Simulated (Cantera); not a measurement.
What does this Cantera script print?

```python
import numpy as np
import cantera as ct

gas_names = [...]  # 109 gases of nasa_gas.yaml made of C, Cl, H, Si
cond_names = """
    C(gr) C6H6(L) C7H8(L) C8H18(L),n-octa Si(cr) Si(L) SiC(b)
""".split()


# ... load() reads the species with a 1 bar reference pressure and builds the phases ...
atoms = {
    'SiHCl3': {'Si': 1, 'H': 1, 'CL': 3},
    'C3H8': {'C': 3, 'H': 8},
    'H2': {'H': 2},
}
top_T = {'C(gr)': 4500, 'SiC(b)': 3050}  # K; cautious upper limits of use, not melting points


# ... equilibrate(T, P, feed) seeds the gas with the atoms and calls Mixture.equilibrate('TP', solver="vcs", rtol=1e-11, max_steps=5000) ...
results = []
T = 1048  # K
P = 1900  # Pa
for m in [0.0036, 0.007, 0.014, 0.027, 0.053, 0.1, 0.21, 0.4, 0.79]:
    feed = {'SiHCl3': 1, 'C3H8': m, 'H2': 15}  # mol
    mix = equilibrate(T, P, feed)
    results.append((T, P, feed, dict(zip(mix.species_names, mix.species_moles))))

top = {s: max(r[3][s] / sum(r[3][g] for g in gas_names) for r in results) for s in gas_names}
cols = sorted((s for s in top if top[s] > 0.001), key=lambda s: -top[s])[:8]
seen = [c for c in cond_names if any(r[3].get(c, 0) > 1e-12 for r in results)]
print("log10 of partial pressures in bar; condensed amounts in mol")
print(f"{'n(C3H8)':>10s}" + "".join(f"{s[:9]:>10s}" for s in cols + seen))
for T, P, feed, n in results:
    ng = sum(n[g] for g in gas_names)
    print(f"{feed['C3H8']:10.4g}" + "".join(f"{np.log10(max(n[s] / ng * P / 1e5, 1e-99)):10.3f}" for s in cols)
          + "".join(f"{n.get(c, 0):10.4g}" for c in seen))
```

It prints:

```
log10 of partial pressures in bar; condensed amounts in mol
   n(C3H8)        H2       HCL     SiCL4    SiHCL3     SiCL2     SiCL3     C(gr)    Si(cr)    SiC(b)
    0.0036    -1.755    -3.193    -3.265    -3.818    -4.360    -4.444         0    0.3161   0.01079
     0.007    -1.755    -3.193    -3.265    -3.818    -4.360    -4.444         0     0.306   0.02099
     0.014    -1.755    -3.193    -3.266    -3.819    -4.361    -4.445         0    0.2851   0.04199
     0.027    -1.755    -3.193    -3.268    -3.820    -4.362    -4.446         0    0.2464   0.08099
     0.053    -1.755    -3.194    -3.271    -3.822    -4.363    -4.449         0     0.169     0.159
       0.1    -1.754    -3.195    -3.278    -3.827    -4.366    -4.454         0   0.02899       0.3
      0.21    -1.772    -2.769    -3.451    -4.444    -5.411    -5.062         0         0    0.6293
       0.4    -1.790    -2.579    -3.976    -5.177    -6.333    -5.786    0.2964         0    0.8886
      0.79    -1.785    -2.604    -4.083    -5.255    -6.386    -5.866     1.448         0    0.9051
```

Method: chemical equilibrium by Gibbs-energy minimisation in Cantera with the NASA 1993 tables (ideal gas, pure condensed phases). Mutual solubility and eutectic melting of coexisting phases are not modelled. The tables' values for SiCl3 are old estimates; treat these amounts as uncertain.
